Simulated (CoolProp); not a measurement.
Properties of hydrogen chloride at several states.

The numbers come from the reference Helmholtz-energy equation of state, Thol 2018 in CoolProp.

```tsv
T (°C)	p (MPa)	phase	density (kg/m³)	cp (kJ/(kg K))	expansivity (1/kK)	fugacity coefficient
44.85	1.21	gas	17.75	0.9098	3.815	0.9426
121.65	0.0544	gas	0.6051	0.8015	2.543	0.9987
26.05	0.0435	gas	0.6392	0.8034	3.369	0.9975
352.25	37.5	supercritical	279.3	1.110	2.335	0.8903
```
